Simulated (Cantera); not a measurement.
A Cantera script and what it prints.

```python
import numpy as np
import cantera as ct

gas_names = [...]  # 109 gases of nasa_gas.yaml made of C, Cl, H, Si
cond_names = """
    C(gr) C6H6(L) C7H8(L) C8H18(L),n-octa Si(cr) Si(L) SiC(b)
""".split()


# ... load() reads the species with a 1 bar reference pressure and builds the phases ...
atoms = {
    'Si(CH3)4': {'Si': 1, 'C': 4, 'H': 12},
    'C2H4': {'C': 2, 'H': 4},
    'H2': {'H': 2},
    'HCl': {'H': 1, 'CL': 1},
}
top_T = {'C(gr)': 4500, 'SiC(b)': 3050}  # K; cautious upper limits of use, not melting points


# ... equilibrate(T, P, feed) seeds the gas with the atoms and calls Mixture.equilibrate('TP', solver="vcs", rtol=1e-11, max_steps=5000) ...
results = []
feed = {'Si(CH3)4': 1, 'C2H4': 1.1, 'H2': 660, 'HCl': 0.018}  # mol
T = 1773  # K
P = 1333.22  # Pa
mix = equilibrate(T, P, feed)
results.append((T, P, feed, dict(zip(mix.species_names, mix.species_moles))))
print(gas.report(threshold=0.0001))
for i in range(1, mix.n_phases):
    print(f"{mix.phase(i).name:16s} {mix.phase_moles(i):12.5e} mol")
```

It prints:

```
       temperature   1773 K
          pressure   1333.2 Pa
           density   0.00018252 kg/m^3
  mean mol. weight   2.0181 kg/kmol
   phase of matter   gas

                          1 kg             1 kmol
                     ---------------   ---------------
          enthalpy         2.272e+07        4.5851e+07  J
   internal energy        1.5415e+07         3.111e+07  J
           entropy        1.0921e+05        2.2039e+05  J/K
    Gibbs function        -1.709e+08        -3.449e+08  J
 heat capacity c_p             16539             33378  J/K
 heat capacity c_v             12419             25063  J/K

                      mass frac. Y      mole frac. X     chem. pot. / RT
                     ---------------   ---------------   ---------------
    C2H2,acetylene         0.0018015        0.00013962           -28.453
                 H          0.001229         0.0024605           -11.712
                H2           0.99633           0.99736           -23.424
     [ +106 minor]        0.00064427        4.3187e-05

C(gr)             5.00816e+00 mol
Si(L)             0.00000e+00 mol
SiC(b)            9.96984e-01 mol
```

These are equilibrium values from Cantera (NASA tables, ideal gas, pure condensed phases), not measurements of a reactor.
